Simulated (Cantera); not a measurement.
# TiO₂ + HCl + O₂ (oxide etching and cleaning by halides)

A closed system holds: 1 mol TiO₂, 1.6 mol HCl, 12 mol O₂, at 9.50 Pa.

Method: chemical equilibrium by Gibbs-energy minimisation in Cantera with the NASA 1993 tables (ideal gas, pure condensed phases). Candidate condensed phases: H₂O, Ti, TiCl₂, TiCl₃, TiCl₄, TiO, TiO₂, Ti₂O₃, Ti₃O₅, Ti₄O₇; 23 gas species. Condensed phases not in the tables: TiOCl. The numbers say what is thermodynamically allowed, not how fast it happens.

```
T (K)   x O₂   x HCl      x Cl    x H₂O     x Cl₂       x O      x OH  n TiO₂(rutile)
-----  -----  ------  --------  -------  --------  --------  --------  --------------
600    0.880  0.0552   3.60e-7   0.0322    0.0322    <1e-12  2.15e-12            1.00
700    0.881  0.0789   9.58e-6   0.0200    0.0200    <1e-12  1.74e-10            1.00
800    0.882  0.0932  0.000107   0.0126    0.0125  7.69e-12   4.49e-9            1.00
900    0.882   0.101  0.000686  0.00852   0.00817  5.19e-10   5.55e-8            1.00
1000   0.881   0.105   0.00286  0.00659   0.00515   1.51e-8   4.28e-7            1.00
1100   0.878   0.104   0.00800  0.00665   0.00265   2.40e-7   2.54e-6            1.00
1200   0.875  0.0995    0.0157  0.00889   0.00105   2.40e-6   1.29e-5            1.00
1300   0.871  0.0912    0.0249   0.0128  0.000384   1.69e-5   5.44e-5            1.00
1400   0.866  0.0809    0.0354   0.0177  0.000147   9.03e-5  0.000187            1.00
1500   0.860  0.0698    0.0463   0.0230   5.98e-5  0.000386  0.000540            1.00
1600   0.854  0.0587    0.0571   0.0279   2.57e-5   0.00137   0.00134           1.000
1700   0.845  0.0483    0.0670   0.0319   1.16e-5   0.00422   0.00295           1.000
```
x: gas mole fraction; n: condensed amount in mol.

From 600 K to 1700 K the condensed part is TiO₂(rutile).
